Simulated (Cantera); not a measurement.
Pb + H2 (iron carbonyl, mercury and lead vapours)

Input: 1 mol Pb, 0.37 mol H2, at 1375 K and 11.0 mbar.

Cantera equilibrium calculation (NASA polynomials, part measured and part estimated; ideal gas, pure solids and liquids). Candidate condensed phases: Pb; 4 gas species. The numbers say what is thermodynamically allowed, not how fast it happens.

* **x(Pb)**: 0.597
* **x(H2)**: 0.403
* **x(Pb2)**: 0.000104
* **x(H)**: 2.07e-5
* **n(Pb(l))**: 0.452 mol
* **gas amount**: 0.9180 mol
